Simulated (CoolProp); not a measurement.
A simple Rankine cycle with the fluoroketone C6F12O (FK-5-1-12): condensing at 319.15 K, boiler at 0.307 MPa, turbine inlet 363.5 K, turbine efficiency 0.75, pump efficiency 0.8, no recuperator. Each further row changes one setting.

Computed with CoolProp (reference Helmholtz-energy equation of state, McLinden 2015).

```
case                             thermal efficiency (%)  net work (kJ/kg)  heat in (kJ/kg)  turbine exit temperature (K)  volume ratio over the turbine
-------------------------------  ----------------------  ----------------  ---------------  ----------------------------  -----------------------------
as stated                                           6.1              7.68              126                         351.2                           3.60
turbine inlet 383.5 K                               5.7                 …                …                         371.5                           3.53
condensing temperature 311.15 K                     7.1              9.60              135                             …                           4.85
boiler pressure 0.215 MPa                           4.4              5.60              127                             …                           2.43
turbine efficiency 0.65                               …              6.64              126                             …                           3.62
```

Problem. Complete the blanks.

Solution. 
- turbine inlet 383.5 K, net work (kJ/kg): 8.27
- turbine inlet 383.5 K, heat in (kJ/kg): 145
- condensing temperature 311.15 K, turbine exit temperature (K): 348.7
- boiler pressure 0.215 MPa, turbine exit temperature (K): 355.3
- turbine efficiency 0.65, thermal efficiency (%): 5.3
- turbine efficiency 0.65, turbine exit temperature (K): 352.4
